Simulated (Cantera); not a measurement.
A Cantera script and what it prints.

```python
import numpy as np
import cantera as ct

gas_names = """
    CL CL2 H HCL H2 N NH NH2 NH3 N2 N2H2 N2H4 Si SiCL SiCL2 SiCL3 SiCL4 SiH SiHCL3 SiH2 SiH2CL2 SiH3
    SiH3CL SiH4 SiN Si2 Si2N Si3
""".split()
cond_names = """
    NH4CL(a) NH4CL(b) Si(cr) Si(L) Si3N4(a)
""".split()


def load(file, names, dense=False):
    # The tables refer to 1 bar. Condensed volumes are neglected.
    table = {s.name: s for s in ct.Species.list_from_file(file)}
    out = []
    for n in names:
        d = dict(table[n].input_data)
        d["thermo"] = dict(d["thermo"], **{"reference-pressure": 1e5})
        if dense:
            d["equation-of-state"] = {"model": "constant-volume", "density": "1e6 g/cm^3"}
        out.append(ct.Species.from_dict(d))
    return out


gas = ct.Solution(thermo="ideal-gas", species=load("nasa_gas.yaml", gas_names))
cond = {s.name: ct.Solution(thermo="fixed-stoichiometry", species=[s], name=s.name)
        for s in load("nasa_condensed.yaml", cond_names, dense=True)}
atoms = {
    'SiHCl3': {'Si': 1, 'H': 1, 'CL': 3},
    'NH3': {'N': 1, 'H': 3},
    'H2': {'H': 2},
}
top_T = {'Si3N4(a)': 2400}  # K; cautious upper limits of use, not melting points


def equilibrate(T, P, feed):
    n = {}
    for name, mol in feed.items():
        for a, k in atoms[name].items():
            n[a] = n.get(a, 0.0) + k * mol
    gas.TPX = T, P, n
    mass = sum(n.values()) * gas.mean_molecular_weight
    gas.equilibrate("TP")
    valid = [c for c in cond.values() if c.min_temp <= T <= top_T.get(c.name, c.max_temp)]
    mix = ct.Mixture([(gas, mass / gas.mean_molecular_weight)] + [(c, 0.0) for c in valid])
    mix.T, mix.P = T, P
    mix.equilibrate("TP", solver="vcs", rtol=1e-11, max_steps=5000)
    return mix


results = []
T = 1998.15  # K
P = 1000  # Pa
for m in [0.18, 0.25, 0.35, 0.48, 0.66, 0.91, 1.3, 1.7, 2.4, 3.3, 4.5, 6.2, 8.5]:
    feed = {'SiHCl3': 1, 'NH3': 0.55, 'H2': m}  # mol
    mix = equilibrate(T, P, feed)
    results.append((T, P, feed, dict(zip(mix.species_names, mix.species_moles))))

top = {s: max(r[3][s] / sum(r[3][g] for g in gas_names) for r in results) for s in gas_names}
cols = sorted((s for s in top if top[s] > 1e-06), key=lambda s: -top[s])[:8]
seen = [c for c in cond_names if any(r[3].get(c, 0) > 1e-12 for r in results)]
print("log10 of partial pressures in bar; condensed amounts in mol")
print(f"{'n(H2)':>10s}" + "".join(f"{s[:9]:>10s}" for s in cols + seen))
for T, P, feed, n in results:
    ng = sum(n[g] for g in gas_names)
    print(f"{feed['H2']:10.4g}" + "".join(f"{np.log10(max(n[s] / ng * P / 1e5, 1e-99)):10.3f}" for s in cols)
          + "".join(f"{n.get(c, 0):10.4g}" for c in seen))
```

Output:

```
log10 of partial pressures in bar; condensed amounts in mol
     n(H2)        H2       HCL     SiCL2        N2         H        CL        Si     SiCL3     Si(L)
      0.18    -2.521    -2.525    -2.532    -3.081    -4.055    -4.187    -4.754    -4.433         0
      0.25    -2.502    -2.533    -2.542    -3.090    -4.045    -4.205    -4.728    -4.460         0
      0.35    -2.477    -2.545    -2.555    -3.103    -4.033    -4.229    -4.693    -4.497         0
      0.48    -2.448    -2.559    -2.572    -3.119    -4.018    -4.257    -4.652    -4.543         0
      0.66    -2.414    -2.578    -2.594    -3.140    -4.001    -4.293    -4.602    -4.601         0
      0.91    -2.376    -2.603    -2.623    -3.169    -3.982    -4.338    -4.543    -4.675         0
       1.3    -2.329    -2.639    -2.666    -3.209    -3.959    -4.397    -4.468    -4.776         0
       1.7    -2.293    -2.672    -2.707    -3.248    -3.941    -4.448    -4.406    -4.868         0
       2.4    -2.249    -2.705    -2.781    -3.307    -3.919    -4.503    -4.371    -4.997   0.02554
       3.3    -2.212    -2.732    -2.871    -3.373    -3.900    -4.548    -4.371    -5.133   0.07247
       4.5    -2.178    -2.767    -2.975    -3.448    -3.883    -4.600    -4.371    -5.289    0.1236
       6.2    -2.146    -2.813    -3.100    -3.535    -3.867    -4.662    -4.371    -5.476    0.1809
       8.5    -2.119    -2.869    -3.239    -3.631    -3.854    -4.732    -4.371    -5.684    0.2396
```

These are equilibrium values from Cantera (NASA tables, ideal gas, pure condensed phases), not measurements of a reactor. The tables' values for SiCl3, SiCl, SiN are old estimates; treat these amounts as uncertain. Gases not in the tables: Si2H6 and higher silanes.
